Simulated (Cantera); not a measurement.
What does this Cantera script print?

```python
import numpy as np
import cantera as ct

gas = ct.Solution("gri30.yaml")
gas.TPX = 675, 500000, {'CH4': 1, 'O2': 1.67, 'N2': 6.27, 'CO2': 0.023}
flame = ct.FreeFlame(gas, width=0.013)
flame.set_refine_criteria(ratio=3, slope=0.08, curve=0.16)
flame.transport_model = "mixture-averaged"
flame.solve(loglevel=0, auto=True)
z, T = flame.grid, flame.T
thick = (T[-1] - T[0]) / np.gradient(T, z).max()
show = ['CH4', 'O2', 'C2H2', 'CO', 'C2H6', 'NO2']
print(f"laminar burning velocity  {flame.velocity[0] * 100:.3f} cm/s")
print(f"burnt temperature         {T[-1]:.1f} K")
print(f"thermal thickness         {thick * 1e3:.4f} mm")
print(f"grid points               {len(z)}")
z0 = z[flame.heat_release_rate.argmax()]
print(f"{'z/mm':>9s}{'T/K':>9s}{'u/(m/s)':>9s}" + "".join(f"{s:>11s}" for s in show))
rows = []
for k in (-3, -2, -1.5, -1, -0.5, -0.25, 0, 0.25, 0.5, 1, 2, 4, 8):
    zz = z0 + k * thick
    rows.append([k * thick, np.interp(zz, z, T), np.interp(zz, z, flame.velocity),
                 *(np.interp(zz, z, flame.X[gas.species_index(s)]) for s in show)])
    print(f"{rows[-1][0] * 1e3:9.3f}{rows[-1][1]:9.1f}{rows[-1][2]:9.3f}" + "".join(f"{x:11.3e}" for x in rows[-1][3:]))
```

Output:

```
laminar burning velocity  86.552 cm/s
burnt temperature         2399.5 K
thermal thickness         0.0964 mm
grid points               146
     z/mm      T/K  u/(m/s)        CH4         O2       C2H2         CO       C2H6        NO2
   -0.289    675.6    0.868  1.112e-01  1.859e-01  3.978e-08  1.300e-05  1.406e-07  1.848e-09
   -0.193    681.6    0.879  1.103e-01  1.848e-01  6.130e-07  1.506e-04  2.585e-06  2.598e-08
   -0.145    699.1    0.905  1.084e-01  1.830e-01  2.906e-06  5.951e-04  1.370e-05  1.098e-07
   -0.096    800.9    1.046  1.001e-01  1.741e-01  2.442e-05  3.657e-03  1.383e-04  6.147e-07
   -0.048   1244.9    1.653  6.674e-02  1.320e-01  1.938e-04  2.083e-02  1.058e-03  9.110e-07
   -0.024   1652.1    2.217  3.531e-02  8.756e-02  4.716e-04  4.029e-02  1.094e-03  2.913e-07
    0.000   2023.7    2.736  8.449e-03  4.035e-02  7.395e-04  5.906e-02  1.171e-04  4.011e-08
    0.024   2191.8    2.962  7.465e-04  1.465e-02  2.175e-04  6.140e-02  1.018e-06  1.697e-08
    0.048   2243.6    3.022  4.124e-05  6.293e-03  1.864e-05  5.584e-02  3.542e-09  1.830e-08
    0.096   2289.5    3.071  2.098e-07  2.769e-03  1.458e-07  5.021e-02  1.252e-13  1.848e-08
    0.193   2334.5    3.123  8.636e-11  1.456e-03  1.212e-10  4.824e-02  2.676e-19  1.629e-08
    0.385   2370.3    3.165  2.153e-13  6.759e-04  2.056e-14  4.770e-02  2.370e-23  1.328e-08
    0.771   2390.3    3.188  3.007e-13  3.037e-04  1.134e-16  4.744e-02  2.035e-25  1.071e-08
```

Computed with Cantera and GRI-Mech 3.0 (53 species, 325 reactions). Burning velocities carry a grid error of a few per cent, more on coarse grids.
